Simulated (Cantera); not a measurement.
A perfectly stirred reactor is fed with C2H6 : N2 = 1 : 1.3 (molar parts), at 0.263 Torr; it is held at 1825 K, and followed from long to short residence time.

Detailed kinetics in Cantera: GRI-Mech 3.0 (53 species, 325 reactions). GRI-Mech 3.0 stops at C3 and has no aromatics, soot or wall deposition, so with more carbon than oxygen in the feed, carbon stays in small species such as C2H2 where larger ones or solid carbon would form. Radical loss at walls, strong at low pressure, is not modelled.

x: mole fraction; the columns are a selection and need not sum to one.

```csv
τ (s),x C2H6,x HCN,x H,x CH3,x C2H,x CH2
0.65,0.00104,1.60e-5,0.00432,0.0147,2.25e-5,5.23e-5
0.33,0.00201,1.11e-5,0.00453,0.0209,2.39e-5,6.63e-5
0.17,0.00385,7.74e-6,0.00471,0.0291,2.51e-5,8.37e-5
0.086,0.00753,5.39e-6,0.00484,0.0406,2.56e-5,0.000106
0.044,0.0146,3.79e-6,0.00487,0.0554,2.49e-5,0.000134
0.022,0.0290,2.62e-6,0.00473,0.0748,[?],0.000169
0.011,0.0568,1.75e-6,0.00435,0.0966,[?],0.000205
0.0058,0.102,1.13e-6,0.00377,0.114,[?],0.000228
0.0030,0.171,6.41e-7,0.00299,0.119,[?],0.000224
0.0015,0.259,2.83e-7,0.00209,0.105,[?],0.000181
```

### Question
Fill in the missing entries.

### Answer

- 0.022, x C2H: 2.20e-5
- 0.011, x C2H: 1.63e-5
- 0.0058, x C2H: 9.68e-6
- 0.0030, x C2H: 4.00e-6
- 0.0015, x C2H: 9.15e-7
